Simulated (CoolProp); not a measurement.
Vapour-liquid equilibrium of propylene (1) + benzene (2) at 318.9 K; x and y are mole fractions of (1).

The numbers come from the multi-fluid Helmholtz-energy mixture model, Lemmon 2013 and Thol 2012; pair parameters Bell 2016 in CoolProp.

```tsv
x	bubble pressure (MPa)	y at the bubble point	dew pressure at overall composition x (MPa)	liquid density (mol/L)
0.05	0.1634	0.813	0.03234	10.98
0.15	0.4036	0.925	0.03616	11.14
0.25	0.6129	0.952	0.04099	11.29
0.35	0.7962	0.964	0.04731	11.43
0.45	0.9592	0.972	0.05591	11.55
0.55	1.109	0.977	0.06832	11.64
0.65	1.252	0.982	0.08778	11.68
0.75	1.399	0.986	0.1227	11.67
0.85	1.560	0.990	0.2037	11.57
0.95	1.754	0.996	0.5888	11.32
```

No azeotrope shows between x = 0.05 and 0.95.

Pair parameters are fitted to limited data, so mixtures are less certain than the pure fluids. The gap from Raoult's law changes sign with composition, which may be real or a fault of the pair parameters; it wasn't checked against measurements.
